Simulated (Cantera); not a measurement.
Feed: 1 mol CH4, 3.3 mol CO2, 0.38 mol H2, held at 1675 °C and 5.60 bar.

Equilibrium computed with Cantera from the NASA thermochemical tables; the gas is ideal and each condensed phase is pure. Candidate condensed phases: C, C6H6, C7H8, C8H18, H2O; 110 gas species. Rates play no part.

Base state: CO 0.499, H2O 0.200, H2 0.157, CO2 0.145, H 0.000189, OH 2.18e-5 (mole fractions); condensed: gas only.

What changes in the equilibrium state with this change: temperature from 1675 °C to 2052 °C?


| species | before | after |
|---|---|---|
| CO | 0.499 | 0.511 |
| H2O | 0.200 | 0.211 |
| H2 | 0.157 | 0.144 |
| CO2 | 0.145 | 0.132 |
| OH | 2.18e-5 | 0.000432 |
| H | 0.000189 | 0.00176 |

What changes in the equilibrium state with this change: temperature from 1675 °C to 2575 °C?


| species | before | after |
|---|---|---|
| CO | 0.499 | 0.516 |
| H2O | 0.200 | 0.212 |
| H2 | 0.157 | 0.129 |
| CO2 | 0.145 | 0.120 |
| H | 0.000189 | 0.0147 |
| O2 | 1.08e-8 | 0.000330 |
| O | 1.95e-8 | 0.000502 |
| OH | 2.18e-5 | 0.00707 |
